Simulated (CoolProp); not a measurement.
Vapour-liquid equilibrium of methanol (1) + acetone (2) at 195.35 °C; x and y are mole fractions of (1).

Values from CoolProp's multi-fluid Helmholtz-energy mixture model, de Reuck 1993 and Lemmon 2006; pair parameters Bell 2016.

```tsv
x	bubble pressure, mixture model (MPa)	bubble pressure, Raoult's law (MPa)	y, mixture model	y, Raoult's law
0.05	2.655	2.616	0.068	0.070
0.2	2.920	2.785	0.250	0.265
0.35	3.152	2.954	0.409	0.437
0.5	3.347	3.123	0.551	0.590
0.65	3.502	3.292	0.685	0.728
0.8	3.614	3.461	0.816	0.852
0.95	3.678	3.631	0.952	0.965
```

The largest gap from Raoult's law is +7.2 % in bubble pressure, at x = 0.5. No azeotrope shows between x = 0.05 and 0.95.

The pair parameters rest on a limited set of measurements; away from them the model extrapolates.
